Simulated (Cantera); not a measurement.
A closed system holds: 1 mol Si3N4, 2.6 mol H2O, at 0.0450 bar.

Equilibrium computed with Cantera from the NASA thermochemical tables; the gas is ideal and each condensed phase is pure. Candidate condensed phases: H2O, Si, SiO2, Si2N2O, Si3N4; 35 gas species. Mutual solubility and eutectic melting of coexisting phases are not modelled. The tables hold silica as quartz up to 1696 K and as liquid above; real silica turns to tridymite and cristobalite and melts near 1996 K. Kinetics and transport are ignored.

### Question
At 1527 °C, list the 5 most abundant gas species with their mole fractions, and the condensed phases.

### Answer
H2 0.578, N2 0.250, SiO 0.171, H 0.00128, H2O 0.000165. Condensed: SiO2(condensed) + Si2N2O(s).
